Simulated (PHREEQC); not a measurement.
Solution (25 °C): 8.2 mmol/kgw KOH and 17 mmol/kgw KH2PO4. Closed to the air; pH follows from the charge balance.

The numbers come from PHREEQC with the ion-association model, wateq4f.dat.

```json
[
 {"quantity": "pH", "before": "6.95", "after": "11.55"},
 {"quantity": "H2PO4- (mol/kgw)", "before": "0.00880", "after": "8.13e-8"},
 {"quantity": "HPO4-2 (mol/kgw)", "before": "0.00800", "after": "0.00260"},
 {"quantity": "KHPO4- (mol/kgw)", "before": "0.000199", "after": "3.53e-5"}
]
```

**Question.** Which change was made?
A) KH2PO4 from 0.017 to 0.034 mol/kgw
B) KOH replaced by KHF2 at the same molality
C) diluted 10-fold with water
D) KOH from 0.0082 to 0.0041 mol/kgw
E) KH2PO4 from 0.017 to 0.0034 mol/kgw

**Answer.** E, KH2PO4 from 0.017 to 0.0034 mol/kgw

This is a speciation only: nothing precipitates in the calculation. H3PO4, which wateq4f.dat lacks, is added to it with the constant of phreeqc.dat.
